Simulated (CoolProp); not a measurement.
Hydrogen sulfide at 298.15 K and 0.639 MPa is compressed adiabatically to 3.42 MPa with isentropic efficiency 0.6. Each further row changes one setting.

Model: reference Helmholtz-energy equation of state, Lemmon 2006, in CoolProp. It is a short technical equation, of lower accuracy than the large ones.

```tsv
case	work (kJ/kg)	final temperature (K)	final density (kg/m³)
as stated	237	[?]	27.5
efficiency 1	[?]	[?]	[?]
efficiency 0.65	[?]	[?]	[?]
```

**Question.** Complete the blanks.

**Answer.** 
- as stated, final temperature (K): 530.4
- efficiency 1, work (kJ/kg): 142
- efficiency 1, final temperature (K): 450.5
- efficiency 1, final density (kg/m³): 33.5
- efficiency 0.65, work (kJ/kg): 218
- efficiency 0.65, final temperature (K): 514.9
- efficiency 0.65, final density (kg/m³): 28.4
